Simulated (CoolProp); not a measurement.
Aqueous ethylene glycol as a coolant, 54 % by mass, freezing at -41.7 °C, 1 atm.

Values from CoolProp's Melinder's fits for secondary coolants.

```
T (°C)  conductivity (W/(m K))  Prandtl number  density (kg/m³)  viscosity (mPa s)
------  ----------------------  --------------  ---------------  -----------------
-38.2                    0.344             780             1093               93.7
-31.6                    0.348             475             1091               56.8
-24.9                    0.351             300             1090               35.7
-18.3                    0.355             199             1087                  …
-11.6                    0.358             136                …               16.1
-5                       0.362            97.1                …               11.4
1.7                      0.365            71.2             1079               8.34
8.3                      0.369            54.1                …               6.31
15                       0.373            42.0             1073               4.90
21.6                         …               …             1069               3.91
28.3                         …            27.4             1065               3.18
34.9                     0.384            22.9             1061               2.65
```

### Question
Fill in the missing entries.

### Answer

- -18.3, viscosity (mPa s): 23.6
- -11.6, density (kg/m³): 1085
- -5, density (kg/m³): 1082
- 8.3, density (kg/m³): 1076
- 21.6, conductivity (W/(m K)): 0.377
- 21.6, Prandtl number: 33.6
- 28.3, conductivity (W/(m K)): 0.380
